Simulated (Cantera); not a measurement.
What does this Cantera script print?

```python
import numpy as np
import cantera as ct

gas_names = """
    O2 SiO CO2 CO NbO2
""".split()
cond_names = """
    Si(cr) Si(L) C(gr) Ta(cr) Ta(L) Ta2O5(s) Ta2O5(L) Li(cr) Li(L) Li2O(s) Li2O(L) Nb(cr) Nb(L) NbO2(I)
    NbO2(II) NbO2(III) NbO2(L)
""".split()


def load(file, names, dense=False):
    # The tables refer to 1 bar. Condensed volumes are neglected.
    table = {s.name: s for s in ct.Species.list_from_file(file)}
    out = []
    for n in names:
        d = dict(table[n].input_data)
        d["thermo"] = dict(d["thermo"], **{"reference-pressure": 1e5})
        if dense:
            d["equation-of-state"] = {"model": "constant-volume", "density": "1e6 g/cm^3"}
        out.append(ct.Species.from_dict(d))
    return out


species = {s.name: s for s in load("nasa_gas.yaml", gas_names) + load("nasa_condensed.yaml", cond_names)}
# Each term lists the table entries of one substance; the one whose range holds T is used.
reactions = {
    '2 Si + O2(g) = 2 SiO(g)':
        [(-2, ['Si(cr)', 'Si(L)']), (-1, ['O2']), (2, ['SiO'])],
    'C + O2(g) = CO2(g)':
        [(-1, ['C(gr)']), (-1, ['O2']), (1, ['CO2'])],
    '2 C + O2(g) = 2 CO(g)':
        [(-2, ['C(gr)']), (-1, ['O2']), (2, ['CO'])],
    '0.8 Ta + O2(g) = 0.4 Ta2O5':
        [(-0.8, ['Ta(cr)', 'Ta(L)']), (-1, ['O2']), (0.4, ['Ta2O5(s)', 'Ta2O5(L)'])],
    '4 Li + O2(g) = 2 Li2O':
        [(-4, ['Li(cr)', 'Li(L)']), (-1, ['O2']), (2, ['Li2O(s)', 'Li2O(L)'])],
    'Nb + O2(g) = NbO2':
        [(-1, ['Nb(cr)', 'Nb(L)']), (-1, ['O2']), (1, ['NbO2(I)', 'NbO2(II)', 'NbO2(III)', 'NbO2(L)'])],
    'Nb + O2(g) = NbO2(g)':
        [(-1, ['Nb(cr)', 'Nb(L)']), (-1, ['O2']), (1, ['NbO2'])],
}


def pick(names, T):
    return next(species[n] for n in names if species[n].thermo.min_temp <= T <= species[n].thermo.max_temp)


results = []
for label, terms in reactions.items():
    print(label)
    print("     T/K   dH/kJ  dS/(J/K)   dG/kJ   log10 K")
    for T in [473, 673, 873, 1073, 1273]:
        used = [(nu, pick(names, T)) for nu, names in terms]
        dH = sum(nu * s.thermo.h(T) for nu, s in used) / 1e6
        dS = sum(nu * s.thermo.s(T) for nu, s in used) / 1e3
        dG = dH - T * dS / 1e3
        logK = -dG * 1e6 / (ct.gas_constant * T * np.log(10))
        results.append((label, T, dH, dS, dG, logK, [s.name for _, s in used]))
        print(f"{T:8g} {dH:8.1f} {dS:8.1f} {dG:8.1f} {logK:8.2f}")
```

Result:

```
2 Si + O2(g) = 2 SiO(g)
     T/K   dH/kJ  dS/(J/K)   dG/kJ   log10 K
     473   -202.9    175.0   -285.7    31.55
     673   -205.7    170.0   -320.2    24.85
     873   -208.8    166.1   -353.8    21.17
    1073   -212.1    162.7   -386.6    18.82
    1273   -215.6    159.7   -418.9    17.19
C + O2(g) = CO2(g)
     T/K   dH/kJ  dS/(J/K)   dG/kJ   log10 K
     473   -393.6      2.6   -394.9    43.60
     673   -393.9      2.1   -395.3    30.68
     873   -394.3      1.5   -395.7    23.67
    1073   -394.8      1.1   -395.9    19.27
    1273   -395.2      0.7   -396.1    16.25
2 C + O2(g) = 2 CO(g)
     T/K   dH/kJ  dS/(J/K)   dG/kJ   log10 K
     473   -220.0    181.7   -305.9    33.78
     673   -220.7    180.5   -342.2    26.56
     873   -222.6    178.1   -378.0    22.62
    1073   -224.8    175.8   -413.4    20.13
    1273   -227.4    173.6   -448.4    18.40
0.8 Ta + O2(g) = 0.4 Ta2O5
     T/K   dH/kJ  dS/(J/K)   dG/kJ   log10 K
     473   -817.1   -177.7   -733.0    80.95
     673   -814.7   -173.6   -697.9    54.17
     873   -811.9   -169.9   -663.6    39.70
    1073   -808.8   -166.7   -629.9    30.66
    1273   -805.5   -163.9   -596.9    24.49
4 Li + O2(g) = 2 Li2O
     T/K   dH/kJ  dS/(J/K)   dG/kJ   log10 K
     473  -1212.0   -279.2  -1080.0   119.26
     673  -1213.0   -281.2  -1023.8    79.46
     873  -1211.2   -278.8   -967.8    57.90
    1073  -1206.3   -274.7   -911.6    44.38
    1273  -1200.2   -269.5   -857.1    35.17
Nb + O2(g) = NbO2
     T/K   dH/kJ  dS/(J/K)   dG/kJ   log10 K
     473   -793.6   -183.7   -706.7    78.04
     673   -791.1   -179.3   -670.4    52.03
     873   -787.6   -174.8   -635.0    37.99
    1073   -782.8   -169.9   -600.5    29.23
    1273   -774.4   -162.4   -567.6    23.29
Nb + O2(g) = NbO2(g)
     T/K   dH/kJ  dS/(J/K)   dG/kJ   log10 K
     473   -201.5     27.4   -214.4    23.68
     673   -202.7     25.1   -219.6    17.05
     873   -204.0     23.5   -224.5    13.43
    1073   -205.4     22.0   -229.1    11.15
    1273   -207.0     20.7   -233.3     9.57
```

Standard-state values (1 bar) from the NASA 1993 polynomials, evaluated with Cantera. Condensed species are held in their standard states even where they would react or evaporate.
